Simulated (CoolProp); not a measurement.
Vapour-liquid equilibrium of R143a (1) + fluoroethane (R161) (2) at -4.65 °C; x and y are mole fractions of (1).

The numbers come from the multi-fluid Helmholtz-energy mixture model, Lemmon and Jacobsen 2000 and Wu 2012; pair parameters Bell 2016 in CoolProp.

### Question
Give the bubble pressure and the first vapour's composition at x = 0.35, 0.5, 0.95. Is there an azeotrope?

### Answer
x = 0.35: 4.350 bar, y = 0.427; x = 0.5: 4.590 bar, y = 0.576; x = 0.95: 5.273 bar, y = 0.961. No azeotrope shows between x = 0.05 and 0.95.

The pair parameters rest on a limited set of measurements; away from them the model extrapolates.
